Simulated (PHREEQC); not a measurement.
# Brine (model solution)

Dissolve 2.2 mol LiBr and 0.55 mol MgCl2 per kg of water at 35 °C. Closed to the air; pH follows from the charge balance.

Computed with PHREEQC (Pitzer model, pitzer.dat).

| Property | Value |
|---|---|
| ionic strength | 3.85 mol/kgw |
| activity of water | 0.859 |
| density | 1.156 g/cm³ |
| osmotic coefficient | 1.399 |

```
species  molality  activity   log γ
-------  --------  --------  ------
Br-          2.20      1.58  -0.144
Li+          2.20      5.76   0.418
Cl-          1.10     0.644  -0.232
Mg+2        0.550      1.22   0.347
H+        1.13e-6   4.07e-6   0.555
MgOH+     1.09e-6   9.31e-7  -0.070
OH-       4.11e-8   4.41e-9  -0.970
```

No solid was allowed to form. Species that the database lacks are ignored.
